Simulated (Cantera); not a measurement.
A Cantera script and its output.

```python
import numpy as np
import cantera as ct

gas = ct.Solution("gri30.yaml")
gas.TPX = 1350, 110000, {'CH4': 1, 'O2': 1.18, 'N2': 11.8}
reactor = ct.IdealGasReactor(gas, energy="on", clone=False)
net = ct.ReactorNet([reactor])
net.rtol, net.atol = 1e-08, 1e-16
show = ['CH4', 'O2', 'O', 'H2', 'N2O']
times = np.geomspace(1e-06, 0.6, 10)

steps = ct.SolutionArray(gas, extra=["t"])
rows = []
print(f"{'t/s':>10s}{'T/K':>9s}{'P/Pa':>11s}" + "".join(f"{s:>11s}" for s in show))
for t in times:
    while net.time < t:
        t_next = net.step()
        steps.append(gas.state, t=t_next)
    rows.append([np.interp(t, steps.t, y) for y in (steps.T, steps.P, *steps(*show).X.T)])
    print(f"{t:10.3e}{rows[-1][0]:9.1f}{rows[-1][1]:11.4g}" + "".join(f"{x:11.3e}" for x in rows[-1][2:]))
rate = np.gradient(steps.T, steps.t)
print("integrator steps:", len(steps.t))
if steps.T.max() > steps.T[0] + 200:
    print(f"time of steepest temperature rise: {steps.t[rate.argmax()]:.4e} s")
gas.TPX = 1350, 110000, {'CH4': 1, 'O2': 1.18, 'N2': 11.8}
gas.equilibrate("UV")
print(f"equilibrium (UV): T = {gas.T:.1f} K  " + "  ".join(f"{s} {gas[s].X[0]:.3e}" for s in show))
```

It prints:

```
       t/s      T/K       P/Pa        CH4         O2          O         H2        N2O
 1.000e-06   1350.0    1.1e+05  7.153e-02  8.441e-02  4.820e-11  2.400e-10  9.075e-16
 4.385e-06   1350.0    1.1e+05  7.153e-02  8.441e-02  1.246e-10  1.993e-09  6.727e-15
 1.923e-05   1350.0    1.1e+05  7.153e-02  8.441e-02  1.562e-10  1.055e-08  7.763e-14
 8.434e-05   1350.0    1.1e+05  7.153e-02  8.441e-02  3.066e-10  5.617e-08  1.200e-12
 3.699e-04   1350.0    1.1e+05  7.153e-02  8.440e-02  1.410e-09  4.946e-07  1.739e-11
 1.622e-03   1350.2    1.1e+05  7.147e-02  8.437e-02  6.979e-09  9.144e-06  1.207e-10
 7.114e-03   1353.8  1.103e+05  7.077e-02  8.396e-02  2.025e-08  1.613e-04  1.116e-09
 3.120e-02   2234.3  1.929e+05  5.414e-12  1.975e-06  3.416e-06  5.657e-02  5.780e-09
 1.368e-01   2235.0  1.929e+05  5.059e-12  1.992e-06  3.440e-06  5.653e-02  3.425e-09
 6.000e-01   2235.1  1.929e+05  5.038e-12  1.993e-06  3.442e-06  5.652e-02  3.296e-09
integrator steps: 2283
time of steepest temperature rise: 1.9375e-02 s
equilibrium (UV): T = 2235.1 K  CH4 5.692e-12  O2 1.993e-06  O 3.442e-06  H2 5.652e-02  N2O 3.296e-09
```

Model: GRI-Mech 3.0 (53 species, 325 reactions), integrated in Cantera.
